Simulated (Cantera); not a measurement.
# Ignition delay

Mixture: C3H8 : O2 : N2 = 1 : 5.43 : 20.4 (molar parts), equivalence ratio 0.92, at 71000 Pa, adiabatic and at constant pressure. Ignition delay is the time to a rise of 400 K.

Cantera simulation using GRI-Mech 3.0 (53 species, 325 reactions); the numbers are that mechanism's predictions, not measurements. GRI-Mech 3.0 was tuned for natural gas; its chemistry of propane as a main component is partial and can be far from experiment.

| T0 (K) | delay (ms) |
|---|---|
| 1273 | 1.81 |
| 1373 | 0.391 |
| 1473 | 0.124 |
| 1573 | 0.0535 |
| 1673 | 0.0289 |
| 1773 | 0.0181 |

```yaml
apparent activation energy between 1573 and 1773 K: 130 kJ/mol
```
